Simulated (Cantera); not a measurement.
A perfectly stirred reactor is fed with CH4 : O2 : N2 = 1 : 1.82 : 6 (molar parts), equivalence ratio 1.1, at 1.01 bar; it is adiabatic with a 750 K inlet, and is followed from long to short residence time, starting on the burning branch (τ in s: 0.2, 0.087, 0.038, 0.016, 0.0071, 0.0031, 0.0013, 0.00057, 0.00025, 0.00011, 4.6e-05, 2e-05).

Model: GRI-Mech 3.0 (53 species, 325 reactions), integrated in Cantera.

Question: What does this change do: pressure from 1.01 bar to 0.250 bar?

Answer: 
| quantity | before | after |
|---|---|---|
| blow-out, bracketed by the residence times tried | burning at 46.0 µs, out at 20.0 µs | burning at 0.110 ms, out at 46.0 µs |
| x(CH4) at τ = 0.200 s | 5.58e-7 | 1.52e-6 |
| x(O2) at τ = 0.200 s | 0.00541 | 0.00829 |
| x(H2O) at τ = 0.200 s | 0.195 | 0.189 |
| x(HCO) at τ = 0.200 s | 3.23e-8 | 5.49e-8 |
| x(CH3) at τ = 0.200 s | 4.42e-7 | 1.12e-6 |
| x(CH4) at τ = 1.30 ms | 4.96e-5 | 0.000129 |
| x(O2) at τ = 1.30 ms | 0.0110 | 0.0180 |
| x(H2O) at τ = 1.30 ms | 0.185 | 0.169 |
| x(HCO) at τ = 1.30 ms | 1.71e-6 | 5.69e-6 |
| x(CH3) at τ = 1.30 ms | 3.42e-5 | 7.06e-5 |
